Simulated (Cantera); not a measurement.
## Thermodynamics of fluorocarbon and chlorocarbon gases, feed CH3F + H2 + Cl2

Charge: 1 mol CH3F, 7.5 mol H2, 0.61 mol Cl2, held at 0.100 bar.

Method: chemical equilibrium by Gibbs-energy minimisation in Cantera with the NASA 1993 tables (ideal gas, pure condensed phases). Candidate condensed phases: C, C6H6, C7H8, C8H18; 118 gas species. Rates play no part.

```csv
T (°C),log p H2,log p HCl,log p HF,log p H,log p C2H2 (acetylene),log p Cl,log p C2H,n C(graphite)
1302,-1.11,-1.92,-2.00,-4.94,-5.78,-5.85,-12.14,0.999
1402,-1.11,-1.92,-2.00,-4.49,-5.34,-5.41,-11.03,0.998
1502,-1.11,-1.92,-2.00,-4.09,-4.95,-5.02,-10.04,0.997
1602,-1.11,-1.92,-2.01,-3.74,-4.61,-4.67,-9.16,0.995
1702,-1.11,-1.92,-2.01,-3.42,-4.30,-4.36,-8.37,0.989
1802,-1.11,-1.92,-2.01,-3.13,-4.02,-4.07,-7.66,0.980
1902,-1.12,-1.93,-2.01,-2.87,-3.77,-3.82,-7.01,0.965
2002,-1.12,-1.93,-2.01,-2.63,-3.54,-3.59,-6.42,0.940
2102,-1.13,-1.94,-2.01,-2.42,-3.34,-3.38,-5.89,0.904
2202,-1.14,-1.96,-2.02,-2.22,-3.15,-3.18,-5.40,0.851
2302,-1.16,-1.98,-2.03,-2.04,-2.99,-3.01,-4.95,0.777
```
log p: log10 of the partial pressure in bar; n: condensed amount in mol.

From 1302 °C to 2302 °C the condensed part is C(graphite). The main C-bearing gas is CH4 at 1302 °C and C2H2 (acetylene) at 2302 °C. The share of C in condensed phases is highest at 1302 °C (99.9 %) and lowest at 2302 °C (77.7 %).
